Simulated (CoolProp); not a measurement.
The fluid at 423.01 K and 0.529 MPa (gas) is heated at constant pressure to 444 K. The same conditions are run with several fluids, on thermodynamics alone (safety and materials aside).

Model: reference Helmholtz-energy equation of state of each fluid (c-C4F8 (RC318): Platzer 1990; R1336mzz(Z): McLinden 2020; R124: de Vries 1995), in CoolProp. The equations of Platzer and Polt are older, rougher fits.

Rank c-C4F8 (RC318), R1336mzz(Z), R124 by heat (kJ/kg), highest first.

R1336mzz(Z) (22.9), c-C4F8 (RC318) (20.6), R124 (19.4)

```
fluid           final density (kg/m³)
--------------  ---------------------
c-C4F8 (RC318)                   29.9
R1336mzz(Z)                      25.2
R124                             20.3
```
